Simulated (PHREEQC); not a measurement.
Consider water at 25 °C with 12 mmol/kgw HCl, 0.97 mmol/kgw ZnSO4 and 0.97 mmol/kgw MgSO4. It is in equilibrium with CO2 at log p = -1 (atm). Otherwise closed; pH follows from the charge balance.

Model: ion-association model, phreeqc.dat, run in PHREEQC.

This is a speciation only: nothing precipitates in the calculation.

### Question
Estimate the pH, specific conductance, ionic strength.

### Answer
pH 2.00; specific conductance 4770 µS/cm; ionic strength 0.0177 mol/kgw.

### Question
In which forms is Zn present?

### Answer
Zn+2 90 %, ZnSO4 8.0 %, ZnCl+ 1.7 % of the Zn.
